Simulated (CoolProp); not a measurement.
The numbers come from the reference Helmholtz-energy equation of state, Zhou 2016 in CoolProp.

### Question
For R245ca, give the phase and the cp (kJ/(kg K)), speed of sound (m/s), expansivity (1/kK) at 35.65 °C and 10 MPa; 45.35 °C and 9.71 MPa; -53.35 °C and 0.174 MPa.

### Answer
- 35.65 °C and 10 MPa: liquid; cp 1.37, speed of sound 751, expansivity 1.67
- 45.35 °C and 9.71 MPa: liquid; cp 1.39, speed of sound 714, expansivity 1.74
- -53.35 °C and 0.174 MPa: liquid; cp 1.32, speed of sound 1070, expansivity 1.45
